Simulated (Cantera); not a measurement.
Feed: 1 mol (CH₃)₂SiCl₂, 0.73 mol C₂H₄, 7.7 mol H₂, at 0.00320 bar.

Method: chemical equilibrium by Gibbs-energy minimisation in Cantera with the NASA 1993 tables (ideal gas, pure condensed phases). Candidate condensed phases: C, C₆H₆, C₇H₈, C₈H₁₈, Si, SiC; 109 gas species. The feed counts by its element totals alone. The tables' values for SiCl are old estimates; treat these amounts as uncertain. Gases not in the tables: Si₂H₆ and higher silanes. Kinetics and transport are ignored. All values below are at 2150 K.

Base state: H₂ 0.784, HCl 0.129, H 0.0660, Cl 0.00792, Si 0.00644, SiCl₂ 0.00393, C₂H₂ (acetylene) 0.00152, SiCl 0.000803 (mole fractions); condensed: C(graphite) + SiC(s).

### Question
What changes in the equilibrium state with this change: (CH₃)₂SiCl₂ replaced by SiH₂Cl₂?

### Answer
| species | before | after |
|---|---|---|
| H₂ | 0.784 | 0.760 |
| HCl | 0.129 | 0.150 |
| H | 0.0660 | 0.0650 |
| SiCl₂ | 0.00393 | 0.00550 |
| Si | 0.00644 | 0.00644 |
| Cl | 0.00792 | 0.00937 |
| SiCl | 0.000803 | 0.000949 |
| C(graphite), mol | 2.57 | 0.576 |
| SiC(s), mol | 0.828 | 0.834 |
